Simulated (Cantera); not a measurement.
Input: 1 mol Si₂H₆, 0.4 mol HCl, 15 mol N₂, at 13.3 mbar.

Equilibrium computed with Cantera from the NASA thermochemical tables; the gas is ideal and each condensed phase is pure. Candidate condensed phases: NH₄Cl, Si, Si₃N₄; 28 gas species. The feed counts by its element totals alone. N₂ is the only nitrogen source here; it is nearly inert below about 1500 K, so the nitride shown seldom forms there in practice. Equilibrium is a limit: real reactors are often held back by kinetics, nucleation or transport. All values below are at 1000 °C.

Base state: N₂ 0.801, H₂ 0.176, HCl 0.0234 (mole fractions); condensed: Si₃N₄(s).

Task: What changes in the equilibrium state with this change: Si₂H₆ replaced by SiH₂Cl₂?

Result: 
| species | before | after |
|---|---|---|
| N₂ | 0.801 | 0.866 |
| HCl | 0.0234 | 0.103 |
| H₂ | 0.176 | 0.0206 |
| SiCl₄ | 3.49e-7 | 0.00887 |
| SiCl₃ | 5.85e-7 | 0.00116 |
| SiHCl₃ | 1.05e-7 | 7.12e-5 |
| SiCl₂ | 6.44e-6 | 0.00100 |
| Si₃N₄(s), mol | 0.667 | 0.271 |
The tables' values for SiCl₃ are old estimates; treat these amounts as uncertain.
